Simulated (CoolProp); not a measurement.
A single-stage vapour-compression cycle with the fluid: evaporating at 223.15 K (dew point), condensing at 243.15 K (bubble point), superheat 0 K, subcooling 5 K, compressor efficiency 0.8, no pressure losses. The same conditions are run with several fluids, on thermodynamics alone (safety and materials aside).

Computed with CoolProp (reference Helmholtz-energy equation of state of each fluid (R125: Lemmon 2005; R407C: Lemmon 2003; isobutene: Lemmon 2005; R134a: Tillner-Roth 1994; R22: Kamei 1995; isobutane: Bücker 2006)). Blends and air are pseudo-pure fits.

```tsv
fluid	cooling COP	pressure ratio	discharge temperature (K)	refrigerating effect (kJ/kg)	volumetric capacity (kJ/m³)
R125	8.51	2.47	251.3	148	920
R407C	6.13	3.73	276.3	230	550
isobutene	8.63	2.90	258.0	398	156
R134a	8.58	2.87	258.7	213	352
R22	8.49	2.54	269.7	223	689
isobutane	8.63	2.78	254.4	365	194
```
